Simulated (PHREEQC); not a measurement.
Polishing slurry liquid: an equilibrium model

Dissolve 2.5 mmol/kgw KOH at 25 °C. Closed to the air; pH follows from the charge balance.

Equilibrium calculation in PHREEQC: ion-association model, phreeqc.dat.

Precipitation was switched off in this run.

What pH, specific conductance does the model give?

pH 11.37; specific conductance 653 µS/cm.

Species that the database lacks are ignored.
